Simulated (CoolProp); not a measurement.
R142b along the isotherm 83.65 °C: Z from the reference equation and from simpler models built on Tc = 137.1 °C, pc = 40.55 bar, ω = 0.232; each cubic takes its own stable root.

The numbers come from the reference Helmholtz-energy equation of state, Lemmon 2006 in CoolProp. It is a short technical equation, of lower accuracy than the large ones.

| p (bar) | phase | reference |
|---|---|---|
| 14.5 | gas | 0.7506 |
| 29 | liquid | 0.1033 |
| 43.4 | liquid | 0.1527 |
| 57.9 | liquid | 0.2014 |
| 72.4 | liquid | 0.2493 |
| 86.9 | liquid | 0.2965 |
| 101 | liquid | 0.3417 |
| 116 | liquid | 0.3894 |
| 130 | liquid | 0.4333 |
| 145 | liquid | 0.4799 |
| 159 | liquid | 0.5231 |
| 174 | liquid | 0.5689 |
| 188 | liquid | 0.6113 |
| 203 | liquid | 0.6564 |

Problem. How far does each simpler model (van der Waals, Redlich-Kwong, Peng-Robinson) lie from the reference over these 14 states: mean and median of the absolute difference, and the worst?

Solution. 
- van der Waals: mean 50.3 %, median 51.3 %, worst +65.9 % at 83.65 °C and 29 bar
- Redlich-Kwong: mean 13.3 %, median 12.9 %, worst +20.4 % at 83.65 °C and 29 bar
- Peng-Robinson: mean 1.6 %, median 1.7 %, worst -3.0 % at 83.65 °C and 203 bar
